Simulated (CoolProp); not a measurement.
Properties of CH2F2 (R32) along the isotherm 331.3 K (Tc = 351.3 K, pc = 5.783 MPa, ω = 0.277).

Values from CoolProp's reference Helmholtz-energy equation of state, Tillner-Roth 1997.

| p (MPa) | phase | Z | speed of sound (m/s) | viscosity (µPa s) |
|---|---|---|---|---|
| 0.193 | gas | 0.9839 | 251.9 | 14.8 |
| 0.386 | gas | 0.9674 | 249.3 | 14.8 |
| 0.578 | gas | 0.9507 | 246.7 | 14.9 |
| 0.771 | gas | 0.9336 | 244.0 | 14.9 |
| 0.964 | gas | 0.9161 | 241.2 | 14.9 |
| 1.16 | gas | 0.8979 | 238.3 | 14.9 |
| 1.35 | gas | 0.8798 | 235.4 | 15.0 |
| 1.54 | gas | 0.8611 | 232.4 | 15.0 |
| 1.73 | gas | 0.8420 | 229.4 | 15.1 |
| 1.93 | gas | 0.8211 | 226.0 | 15.1 |
| 2.12 | gas | 0.8006 | 222.7 | 15.2 |
| 2.31 | gas | 0.7793 | 219.2 | 15.3 |
| 2.51 | gas | 0.7559 | 215.4 | 15.4 |
| 2.7 | gas | 0.7325 | 211.5 | 15.5 |
| 2.89 | gas | 0.7078 | 207.4 | 15.7 |

Viscosity comes from a separate model (Bell 2016), an estimate that may be off by 10 % or more.
